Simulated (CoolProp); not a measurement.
Tetrahydrofuran along the isotherm -0.35 °C: Z from the reference equation and from simpler models built on Tc = 267.0 °C, pc = 5.304 MPa, ω = 0.234; each cubic takes its own stable root.

The numbers come from the reference Helmholtz-energy equation of state, Fiedler 2023 in CoolProp.

| p (MPa) | phase | reference |
|---|---|---|
| 2.41 | liquid | 0.08407 |
| 4.82 | liquid | 0.1678 |
| 7.23 | liquid | 0.2513 |
| 9.64 | liquid | 0.3344 |
| 12.1 | liquid | 0.4190 |
| 14.5 | liquid | 0.5012 |
| 16.9 | liquid | 0.5831 |
| 19.3 | liquid | 0.6648 |
| 21.7 | liquid | 0.7462 |
| 24.1 | liquid | 0.8274 |
| 26.5 | liquid | 0.9083 |

Q: How far does each simpler model (van der Waals, Redlich-Kwong, Soave-Redlich-Kwong, Peng-Robinson) lie from the reference over these 11 states: mean and median of the absolute difference, and the worst?

A: 
- van der Waals: mean 60.0 %, median 59.8 %, worst +62.6 % at -0.35 °C and 2.41 MPa
- Redlich-Kwong: mean 9.5 %, median 9.5 %, worst +9.9 % at -0.35 °C and 2.41 MPa
- Soave-Redlich-Kwong: mean 7.9 %, median 7.9 %, worst +8.0 % at -0.35 °C and 2.41 MPa
- Peng-Robinson: mean 3.9 %, median 3.9 %, worst -4.0 % at -0.35 °C and 2.41 MPa
